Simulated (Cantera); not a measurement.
Cantera with NASA thermochemical tables; ideal gases at 1 bar, condensed phases pure. Values are per mole of reaction as written; species without (g) are pure solids or liquids, kept so even where they would boil at 1 bar. VN: taken at fixed stoichiometry.

VN + 6 OH(g) → NO(g) + 3 H2O(g) + VO2(g), with ΔH° = -885.8 kJ and ΔS° = -97.5 J/K at 300 K.

How far is the shortcut ΔG° ≈ ΔH°(300 K) − T·ΔS°(300 K) from the full temperature-dependent value at 625, 650, 675, 700, 725, 750, 775, 800, 825, 850 K?


```json
[
 {"T (K)": "625", "shortcut (kJ)": "-824.9", "full (kJ)": "-819.6", "difference (kJ)": "-5.4", "difference in log10 K": "0.45"},
 {"T (K)": "650", "shortcut (kJ)": "-822.5", "full (kJ)": "-816.4", "difference (kJ)": "-6.1", "difference in log10 K": "0.49"},
 {"T (K)": "675", "shortcut (kJ)": "-820.1", "full (kJ)": "-813.2", "difference (kJ)": "-6.8", "difference in log10 K": "0.53"},
 {"T (K)": "700", "shortcut (kJ)": "-817.6", "full (kJ)": "-810.0", "difference (kJ)": "-7.6", "difference in log10 K": "0.57"},
 {"T (K)": "725", "shortcut (kJ)": "-815.2", "full (kJ)": "-806.7", "difference (kJ)": "-8.4", "difference in log10 K": "0.61"},
 {"T (K)": "750", "shortcut (kJ)": "-812.7", "full (kJ)": "-803.5", "difference (kJ)": "-9.3", "difference in log10 K": "0.65"},
 {"T (K)": "775", "shortcut (kJ)": "-810.3", "full (kJ)": "-800.2", "difference (kJ)": "-10.1", "difference in log10 K": "0.68"},
 {"T (K)": "800", "shortcut (kJ)": "-807.9", "full (kJ)": "-796.9", "difference (kJ)": "-11.0", "difference in log10 K": "0.72"},
 {"T (K)": "825", "shortcut (kJ)": "-805.4", "full (kJ)": "-793.5", "difference (kJ)": "-11.9", "difference in log10 K": "0.75"},
 {"T (K)": "850", "shortcut (kJ)": "-803.0", "full (kJ)": "-790.2", "difference (kJ)": "-12.8", "difference in log10 K": "0.79"}
]
```
The shortcut ignores the heat-capacity change of the reaction.
